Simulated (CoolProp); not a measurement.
Saturated liquid density (kg/m³) of methane: the reference equation beside estimates from Tc = 190.6 K, pc = 4.599 MPa, ω = 0.011. Rackett uses Z = 0.29056 − 0.08775 ω.

Model: reference Helmholtz-energy equation of state, Setzmann 1991, in CoolProp.

```json
[
 {"T (K)": "134.7", "reference": "386.2", "Rackett": "385.0", "Redlich-Kwong": "382.5"},
 {"T (K)": "138.2", "reference": "380.1", "Rackett": "378.9", "Redlich-Kwong": "374.7"},
 {"T (K)": "141.7", "reference": "373.8", "Rackett": "372.6", "Redlich-Kwong": "366.6"},
 {"T (K)": "145.2", "reference": "367.3", "Rackett": "366.1", "Redlich-Kwong": "358.0"},
 {"T (K)": "148.6", "reference": "360.7", "Rackett": "359.5", "Redlich-Kwong": "349.4"},
 {"T (K)": "152.1", "reference": "353.6", "Rackett": "352.4", "Redlich-Kwong": "340.1"},
 {"T (K)": "155.6", "reference": "346.2", "Rackett": "345.1", "Redlich-Kwong": "330.3"},
 {"T (K)": "159.1", "reference": "338.4", "Rackett": "337.4", "Redlich-Kwong": "320.0"},
 {"T (K)": "162.6", "reference": "330.1", "Rackett": "329.2", "Redlich-Kwong": "309.1"},
 {"T (K)": "166", "reference": "321.5", "Rackett": "320.7", "Redlich-Kwong": "297.7"},
 {"T (K)": "169.5", "reference": "311.9", "Rackett": "311.3", "Redlich-Kwong": "285.3"},
 {"T (K)": "173", "reference": "301.5", "Rackett": "301.1", "Redlich-Kwong": "271.8"},
 {"T (K)": "176.5", "reference": "289.7", "Rackett": "289.7", "Redlich-Kwong": "256.9"}
]
```

Absolute difference from the reference over all 13 rows, mean and median: Rackett 0.3 and 0.3 %, Redlich-Kwong 5.2 and 4.6 %.
